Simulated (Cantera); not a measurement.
## Equilibrium for silicon etching in halogen gases: Si + HCl + N2 + F2

A closed system holds: 1 mol Si, 3.5 mol HCl, 3 mol N2, 4.2 mol F2, at 1175 K and 5.20e-5 bar.

Cantera equilibrium calculation (NASA polynomials, part measured and part estimated; ideal gas, pure solids and liquids). Candidate condensed phases: NH4Cl, Si, Si3N4; 49 gas species. Kinetics and transport are ignored.

```json
{
  "x(HF)": "0.330",
  "x(N2)": "0.283",
  "x(Cl)": "0.135",
  "x(SiF4)": "0.0943",
  "x(Cl2)": "0.0727",
  "x(ClF)": "0.0492",
  "x(F)": "0.0356",
  "x(HCl)": "1.98e-6",
  "gas_amount": "10.61 mol",
  "log10 activity of Si(s) (absent)": "-48.13"
}
```
